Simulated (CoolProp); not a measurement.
R404A along the isobar 4350 kPa: Z from the reference equation and from simpler models built on Tc = 345.3 K, pc = 3735 kPa, ω = 0.293; each cubic takes its own stable root.

Computed with CoolProp (reference Helmholtz-energy equation of state, Lemmon 2003). It is a pseudo-pure fit of the blend.

```tsv
T (K)	phase	reference	van der Waals	Redlich-Kwong	Soave-Redlich-Kwong	Peng-Robinson
216.3	liquid	0.1750	0.2991	0.2062	0.1993	0.1768
229.7	liquid	0.1697	0.2887	0.2003	0.1931	0.1711
243	liquid	0.1655	0.2802	0.1960	0.1883	0.1667
256.4	liquid	0.1622	0.2735	0.1930	0.1850	0.1637
269.8	liquid	0.1600	0.2686	0.1916	0.1833	0.1621
283.1	liquid	0.1589	0.2656	0.1919	0.1833	0.1621
296.5	liquid	0.1591	0.2647	0.1943	0.1856	0.1642
309.9	liquid	0.1613	0.2665	0.1995	0.1910	0.1692
323.2	liquid	0.1665	0.2724	0.2094	0.2015	0.1791
```
